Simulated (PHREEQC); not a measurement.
Solution A (0.0013 mol KH2PO4 and 0.2 mol HCl per kg of water) is mixed with solution B (1.5 mmol/kgw KHF2, 0.071 mmol/kgw NH4F and 0.36 mmol/kgw KOH) at 20 °C; shares are by mass of water, 1 kg in all. Oxygen alone is held at its pressure in air (log pO2 = -0.68). The system is closed to CO2. Only these solids could form: Sylvite.

Model: ion-association model, phreeqc.dat, run in PHREEQC.

```csv
share of solution B,pH,H3PO4 (mol/kgw),HF (mol/kgw),F- (mol/kgw),H2PO4- (mol/kgw)
0,0.80,0.00122,0,0,7.78e-5
0.1,0.84,___,0.000305,2.25e-6,7.60e-5
0.2,0.89,0.000966,0.000609,4.95e-6,7.41e-5
0.3,0.95,0.000838,0.000913,8.28e-6,___
0.4,1.01,___,0.00122,1.25e-5,6.97e-5
0.5,1.09,0.000583,0.00152,1.82e-5,___
0.6,1.18,0.000456,0.00182,2.64e-5,6.38e-5
0.7,1.31,0.000330,0.00211,3.94e-5,5.97e-5
0.8,1.48,___,0.00239,6.43e-5,5.39e-5
0.9,1.79,8.62e-5,0.00263,0.000136,___
1,3.54,0,0.000832,0.00223,0
```

Task: Complete the blanks.

Result: 
- 0.1, H3PO4 (mol/kgw): 0.00109
- 0.3, H2PO4- (mol/kgw): 7.21e-5
- 0.4, H3PO4 (mol/kgw): 0.000710
- 0.5, H2PO4- (mol/kgw): 6.70e-5
- 0.8, H3PO4 (mol/kgw): 0.000206
- 0.9, H2PO4- (mol/kgw): 4.38e-5
